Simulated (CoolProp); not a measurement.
Hexamethyldisiloxane (MM) along the isotherm 55.15 °C: density (kg/m³) from the reference equation and from simpler models built on Tc = 245.6 °C, pc = 1.931 MPa, ω = 0.418; each cubic takes its own stable root.

The numbers come from the reference Helmholtz-energy equation of state, Thol 2016 in CoolProp.

```tsv
p (MPa)	phase	reference
0.402	liquid	727.8
0.805	liquid	728.7
1.21	liquid	729.5
1.61	liquid	730.3
2.01	liquid	731.1
2.41	liquid	731.8
2.82	liquid	732.6
3.22	liquid	733.4
3.62	liquid	734.1
4.02	liquid	734.9
4.43	liquid	735.6
4.83	liquid	736.4
```

Q: How far does each simpler model (Redlich-Kwong, Soave-Redlich-Kwong, Peng-Robinson) lie from the reference over these 12 states: mean and median of the absolute difference, and the worst?

A: 
- Redlich-Kwong: mean 10.7 %, median 10.7 %, worst -11.6 % at 55.15 °C and 0.402 MPa
- Soave-Redlich-Kwong: mean 6.2 %, median 6.2 %, worst -6.5 % at 55.15 °C and 0.402 MPa
- Peng-Robinson: mean 5.6 %, median 5.7 %, worst +5.8 % at 55.15 °C and 4.83 MPa
